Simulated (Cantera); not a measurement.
A Cantera script and its output.

```python
import numpy as np
import cantera as ct

gas = ct.Solution("gri30.yaml")
gas.TPX = 1148, 101325, {'CH4': 1, 'O2': 3.17, 'N2': 11.9, 'H2O': 0.52}
reactor = ct.IdealGasReactor(gas, energy="on", clone=False)
net = ct.ReactorNet([reactor])
net.rtol, net.atol = 1e-08, 1e-16
show = ['CH4', 'O2', 'H2O', 'NO2', 'CH2CO']
times = np.geomspace(8e-06, 0.7, 14)

steps = ct.SolutionArray(gas, extra=["t"])
rows = []
print(f"{'t/s':>10s}{'T/K':>9s}{'P/Pa':>11s}" + "".join(f"{s:>11s}" for s in show))
for t in times:
    while net.time < t:
        t_next = net.step()
        steps.append(gas.state, t=t_next)
    rows.append([np.interp(t, steps.t, y) for y in (steps.T, steps.P, *steps(*show).X.T)])
    print(f"{t:10.3e}{rows[-1][0]:9.1f}{rows[-1][1]:11.4g}" + "".join(f"{x:11.3e}" for x in rows[-1][2:]))
rate = np.gradient(steps.T, steps.t)
print("integrator steps:", len(steps.t))
if steps.T.max() > steps.T[0] + 200:
    print(f"time of steepest temperature rise: {steps.t[rate.argmax()]:.4e} s")
gas.TPX = 1148, 101325, {'CH4': 1, 'O2': 3.17, 'N2': 11.9, 'H2O': 0.52}
gas.equilibrate("UV")
print(f"equilibrium (UV): T = {gas.T:.1f} K  " + "  ".join(f"{s} {gas[s].X[0]:.3e}" for s in show))
```

Result:

```
       t/s      T/K       P/Pa        CH4         O2        H2O        NO2      CH2CO
 8.000e-06   1148.0  1.013e+05  6.028e-02  1.911e-01  3.134e-02  2.971e-30  2.906e-28
 1.920e-05   1148.0  1.013e+05  6.028e-02  1.911e-01  3.134e-02  7.700e-29  4.223e-26
 4.607e-05   1148.0  1.013e+05  6.028e-02  1.911e-01  3.134e-02  1.805e-27  4.693e-24
 1.105e-04   1148.0  1.013e+05  6.028e-02  1.911e-01  3.134e-02  4.666e-26  4.552e-22
 2.653e-04   1148.0  1.013e+05  6.028e-02  1.911e-01  3.134e-02  1.369e-24  4.353e-20
 6.366e-04   1148.0  1.013e+05  6.028e-02  1.911e-01  3.134e-02  4.462e-23  4.799e-18
 1.528e-03   1148.0  1.013e+05  6.028e-02  1.911e-01  3.134e-02  1.614e-21  7.935e-16
 3.666e-03   1148.0  1.013e+05  6.027e-02  1.911e-01  3.135e-02  6.098e-20  2.456e-13
 8.797e-03   1148.2  1.013e+05  6.025e-02  1.911e-01  3.137e-02  1.593e-18  3.314e-11
 2.111e-02   1148.9  1.014e+05  6.015e-02  1.910e-01  3.145e-02  3.815e-17  1.040e-09
 5.066e-02   1153.7  1.018e+05  5.947e-02  1.905e-01  3.201e-02  2.102e-15  7.038e-08
 1.216e-01   2517.1  2.242e+05  6.991e-18  6.392e-02  1.421e-01  8.925e-06  4.534e-20
 2.917e-01   2517.1  2.242e+05  6.990e-18  6.391e-02  1.421e-01  8.930e-06  4.533e-20
 7.000e-01   2517.1  2.242e+05  6.990e-18  6.391e-02  1.421e-01  8.930e-06  4.533e-20
integrator steps: 2287
time of steepest temperature rise: 7.8667e-02 s
equilibrium (UV): T = 2517.1 K  CH4 9.957e-18  O2 6.391e-02  H2O 1.421e-01  NO2 8.930e-06  CH2CO 5.593e-20
```

Detailed kinetics in Cantera: GRI-Mech 3.0 (53 species, 325 reactions).
